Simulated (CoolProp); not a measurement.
Values from CoolProp's reference Helmholtz-energy equation of state, Akasaka 2023.

Question: Give the vapour pressure (MPa), liquid density (kg/m³), vapour density (kg/m³), enthalpy of vaporisation (kJ/kg) of saturated R1224YDZ at 333.9 K.

Answer: 
```
T (K)  p (MPa)  liquid density (kg/m³)  vapour density (kg/m³)  enthalpy of vaporisation (kJ/kg)
-----  -------  ----------------------  ----------------------  --------------------------------
333.9    0.448                    1250                    27.5                               145
```
